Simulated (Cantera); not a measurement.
## Premixed flame

A freely propagating, adiabatic, planar premixed flame of 4.05 % CH4, 0.357 % C2H6, 4.36 % C3H8, 24.0 % O2, 67.3 % N2, equivalence ratio 1.3, unburnt at 350 K and 10.0 bar; mixture-averaged transport, grid criteria slope 0.08 and curve 0.16, no radiation.

Model: GRI-Mech 3.0 (53 species, 325 reactions), integrated in Cantera. GRI-Mech 3.0 was tuned for natural gas; its chemistry of propane as a main component is partial and can be far from experiment. Burning velocities carry a grid error of a few per cent, more on coarse grids.

```
z (mm)   T (K)  u (m/s)     x CH4    x C2H6    x C3H8     x H2O    x C2H2      x OH
-------  -----  -------  --------  --------  --------  --------  --------  --------
-0.142     350    0.394    0.0404   0.00357    0.0436   2.70e-5   3.59e-8     <1e-8
-0.0945    352    0.397    0.0402   0.00356    0.0434  0.000371   7.93e-7     <1e-8
-0.0709    365    0.413    0.0398   0.00354    0.0432   0.00214   7.05e-6     <1e-8
-0.0472    475    0.546    0.0374   0.00346    0.0421    0.0160  0.000101   7.51e-8
-0.0236   1055     1.27    0.0276   0.00313    0.0284    0.0773   0.00105   1.00e-5
-0.0118   1550     1.93    0.0189   0.00221   0.00898     0.125   0.00236  0.000139
0         1995     2.53   0.00770  0.000260  0.000151     0.168   0.00372   0.00114
0.0118    2220     2.83   0.00159   5.37e-6   5.60e-8     0.188   0.00176   0.00284
0.0236    2301     2.92  0.000278   1.58e-7     <1e-8     0.193  0.000425   0.00373
0.0472    2350     2.97   1.32e-5     <1e-8     <1e-8     0.194   2.53e-5   0.00360
0.0945    2384     3.00   2.07e-7     <1e-8     <1e-8     0.194   4.82e-7   0.00261
0.189     2406     3.03     <1e-8     <1e-8     <1e-8     0.196     <1e-8   0.00168
0.378     2417     3.04     <1e-8     <1e-8     <1e-8     0.197     <1e-8   0.00116
```
x: mole fraction of selected species; z is measured from the peak of heat release.

| Property | Value |
|---|---|
| laminar burning velocity | 39.3 cm/s |
| thermal thickness | 0.0472 mm |
| peak x(C2H2) | 0.00374 |
| peak x(OH) | 0.00385 |
| grid points | 150 |
